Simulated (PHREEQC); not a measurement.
Consider water at 10 °C with 0.011 mol/kgw ZnSO4 and 0.071 mol/kgw MgSO4. Closed to the air; pH follows from the charge balance.

Equilibrium calculation in PHREEQC: ion-association model, wateq4f.dat.

This is a speciation only: nothing precipitates in the calculation.

Problem. What pH does the model give?

Solution. pH 6.25.

Problem. In which forms is Mg present?

Solution. Mg+2 58 %, MgSO4 42 % of the Mg.

Constants without temperature data keep their 25 °C values here.
